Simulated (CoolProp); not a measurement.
Tetrahydrofuran along the isotherm 392.1 K: fugacity coefficient from the reference equation and from simpler models built on Tc = 540.2 K, pc = 53.04 bar, ω = 0.234; each cubic takes its own stable root.

Computed with CoolProp (reference Helmholtz-energy equation of state, Fiedler 2023).

| p (bar) | phase | reference | van der Waals | Soave-Redlich-Kwong | Peng-Robinson |
|---|---|---|---|---|---|
| 29.5 | liquid | 0.1461 | 0.3964 | 0.1480 | 0.1451 |
| 58.9 | liquid | ___ | 0.2268 | 0.08110 | 0.07871 |
| 88.4 | liquid | 0.05763 | 0.1723 | 0.05909 | 0.05677 |
| 118 | liquid | 0.04691 | ___ | 0.04838 | 0.04601 |
| 147 | liquid | 0.04083 | 0.1335 | 0.04234 | 0.03988 |
| 177 | liquid | 0.03686 | 0.1260 | 0.03842 | 0.03583 |
| 206 | liquid | 0.03431 | ___ | ___ | 0.03321 |
| 236 | liquid | 0.03252 | 0.1209 | 0.03424 | 0.03133 |
| 265 | liquid | 0.03135 | ___ | 0.03317 | 0.03007 |

**Question.** Complete the blanks.

**Answer.** 
- 58.9, reference: 0.07957
- 118, van der Waals: 0.1468
- 206, van der Waals: 0.1223
- 206, Soave-Redlich-Kwong: 0.03595
- 265, van der Waals: 0.1214
